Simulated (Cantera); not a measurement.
An isothermal, constant-pressure homogeneous reactor starts with CH4 : H2O = 1 : 2.2 (molar parts), at 1275 K and 7500 Torr.

Cantera simulation using GRI-Mech 3.0 (53 species, 325 reactions); the numbers are that mechanism's predictions, not measurements.

Q: Predict: x(CH4) at 90.0 s; x(H2O) at 90.0 s; x(OH) at 90.0 s; x(H2) at 90.0 s.

A: 
- x(CH4) at 90.0 s: 0.248 (gas-phase equilibrium 0.00185)
- x(H2O) at 90.0 s: 0.621 (gas-phase equilibrium 0.202)
- x(OH) at 90.0 s: 5.39e-9 (gas-phase equilibrium 7.07e-10)
- x(H2) at 90.0 s: 0.0986 (gas-phase equilibrium 0.605)
